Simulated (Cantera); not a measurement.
A perfectly stirred reactor is fed with CH4 : H2 = 1 : 44 (molar parts), at 0.630 Torr; it is held at 1825 K, and followed from long to short residence time.

Detailed kinetics in Cantera: GRI-Mech 3.0 (53 species, 325 reactions). GRI-Mech 3.0 stops at C3 and has no aromatics, soot or wall deposition, so with more carbon than oxygen in the feed, carbon stays in small species such as C2H2 where larger ones or solid carbon would form. Radical loss at walls, strong at low pressure, is not modelled.

Problem. Predict: x(CH4) at τ = 2.00 s; x(H2) at τ = 2.00 s; x(C2H6) at τ = 2.00 s; x(C2H) at τ = 2.00 s; x(C2H4) at τ = 2.00 s; x(CH4) at τ = 22.0 ms; x(H2) at τ = 22.0 ms; x(C2H6) at τ = 22.0 ms; x(C2H4) at τ = 22.0 ms.

Solution. 
| Quantity | Value |
|---|---|
| x(CH4) at τ = 2.00 s | 0.0137 |
| x(H2) at τ = 2.00 s | 0.979 |
| x(C2H6) at τ = 2.00 s | 3.72e-7 |
| x(C2H) at τ = 2.00 s | 1.02e-7 |
| x(C2H4) at τ = 2.00 s | 3.02e-5 |
| x(CH4) at τ = 22.0 ms | 0.0222 |
| x(H2) at τ = 22.0 ms | 0.978 |
| x(C2H6) at τ = 22.0 ms | 1.54e-9 |
| x(C2H4) at τ = 22.0 ms | 6.84e-8 |
